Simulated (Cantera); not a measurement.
Charge: 1 mol Si2H6, 1.1 mol HCl, 52 mol H2, held at 650 °C and 0.0133 bar.

Equilibrium computed with Cantera from the NASA thermochemical tables; the gas is ideal and each condensed phase is pure. Candidate condensed phases: Si; 19 gas species. The feed counts by its element totals alone. The tables' values for SiCl3 are old estimates; treat these amounts as uncertain. Rates play no part.

Base state: H2 0.990, HCl 0.00676, SiCl4 0.00224, SiHCl3 0.00117, SiCl2 6.63e-5, SiCl3 6.08e-5, SiH2Cl2 6.00e-5 (mole fractions); condensed: Si(s).

Question: What changes in the equilibrium state with this change: temperature from 650 °C to 1177 °C?

Answer: 
```tsv
species	before	after
H2	0.990	0.981
HCl	0.00676	0.0176
SiCl2	6.63e-5	0.000977
SiCl4	0.00224	1.82e-7
H	2.12e-9	8.11e-5
SiHCl3	0.00117	8.73e-7
SiH2Cl2	6.00e-5	6.49e-7
Si(s), mol	1.80	1.94
```

Question: What changes in the equilibrium state with this change: temperature from 650 °C to 1002 °C?

Answer: 
```tsv
species	before	after
H2	0.990	0.981
HCl	0.00676	0.0178
SiCl2	6.63e-5	0.000838
SiCl4	0.00224	4.50e-6
SiHCl3	0.00117	1.00e-5
SiH2Cl2	6.00e-5	3.08e-6
SiCl3	6.08e-5	2.41e-5
Si(s), mol	1.80	1.95
```

Question: What changes in the equilibrium state with this change: HCl from 1.1 to 0.4 mol?

Answer: 
```
species      before     after
----------  -------  --------
H2            0.990     0.995
HCl         0.00676   0.00443
SiCl4       0.00224  0.000411
SiCl3       6.08e-5   1.70e-5
SiHCl3      0.00117  0.000329
SiCl2       6.63e-5   2.84e-5
Si(s), mol     1.80      1.96
```
